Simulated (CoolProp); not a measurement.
R365MFC at 293.15 K and 19.8 MPa is throttled through a valve to 2.4 MPa with no heat exchange. Each further row changes one setting.

Values from CoolProp's reference Helmholtz-energy equation of state, Lemmon 2016.

```tsv
case	temperature change (K)
as stated	+5.6
outlet pressure 0.72 MPa	+6.1
outlet pressure 3.12 MPa	+5.4
```
